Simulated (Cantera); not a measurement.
N2O furnace oxynitridation

An isothermal, constant-pressure homogeneous reactor starts with 28.5 % N₂O, 0.237 % H₂, 71.3 % N₂, at 1373 K and 920 Pa.

Detailed kinetics in Cantera: GRI-Mech 3.0 (53 species, 325 reactions). GRI-Mech 3.0 was tuned for natural gas; its chemistry of N2O as a main component is partial and can be far from experiment. Radical loss at walls, strong at low pressure, is not modelled. The mechanism lacks the step 2 NO + O2 → 2 NO2, which can matter for NO2 below about 1400 K. The temperature is held fixed by assumption; the heat of reaction is taken as removed at once.

```tsv
t (s)	x N₂O	x H₂	x O	x H₂O	x N₂	x H
0.000200	0.285	0.00237	2.57e-6	3.27e-9	0.713	3.65e-8
0.000433	0.285	0.00237	5.00e-6	3.56e-8	0.713	1.11e-7
0.000938	0.285	0.00236	8.71e-6	3.57e-7	0.713	2.91e-7
0.00203	0.285	0.00236	1.25e-5	3.07e-6	0.713	7.05e-7
0.00440	0.285	0.00233	1.42e-5	2.14e-5	0.713	1.57e-6
0.00953	0.285	0.00223	1.44e-5	0.000115	0.713	2.97e-6
0.0206	0.284	0.00187	1.50e-5	0.000453	0.713	3.93e-6
0.0447	0.282	0.00117	1.62e-5	0.00115	0.714	2.70e-6
0.0969	0.280	0.000476	1.72e-5	0.00186	0.716	9.05e-7
0.210	0.276	0.000117	1.78e-5	0.00222	0.718	1.97e-7
0.454	0.268	1.25e-5	1.79e-5	0.00233	0.722	5.68e-8
0.984	0.253	2.29e-7	1.78e-5	0.00232	0.730	4.61e-8
2.13	0.222	8.39e-8	1.77e-5	0.00229	0.744	5.08e-8
4.62	0.169	9.00e-8	1.76e-5	0.00223	0.770	5.91e-8
10.0	0.0954	1.09e-7	1.73e-5	0.00216	0.806	7.46e-8
```
x: mole fraction; the columns are a selection and need not sum to one.

Equilibrium at this temperature and pressure: N₂O 3.27e-9, H₂ 1.83e-8, O 2.27e-6, H₂O 0.00207, N₂ 0.874, H 4.73e-9 (gas phase only).
